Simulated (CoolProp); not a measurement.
The fluid at 367.1 K and 0.685 MPa expands adiabatically to 0.0834 MPa with isentropic efficiency 1. The same conditions are run with several fluids, on thermodynamics alone (safety and materials aside).

Model: reference Helmholtz-energy equation of state of each fluid (R236FA: Pan 2012; ammonia: Gao 2020; chlorine: Thol 2021; CH3F (R41): Lemmon 2006; propane: Lemmon 2009), in CoolProp.

```csv
fluid,work (kJ/kg),final temperature (K),final phase,final density (kg/m³)
R236FA,___,317.8,gas,4.90
ammonia,___,236.0,___,___
chlorine,68.4,234.9,___,___
CH3F (R41),148,229.0,gas,1.52
propane,___,___,gas,1.54
```

**Question.** What belongs in the gaps?

**Answer.** 
- R236FA, work (kJ/kg): 37.2
- ammonia, work (kJ/kg): 291
- ammonia, final phase: two-phase, vapour fraction 0.982
- ammonia, final density (kg/m³): 0.755
- chlorine, final phase: two-phase, vapour fraction 0.968
- chlorine, final density (kg/m³): 3.20
- propane, work (kJ/kg): 126
- propane, final temperature (K): 291.3
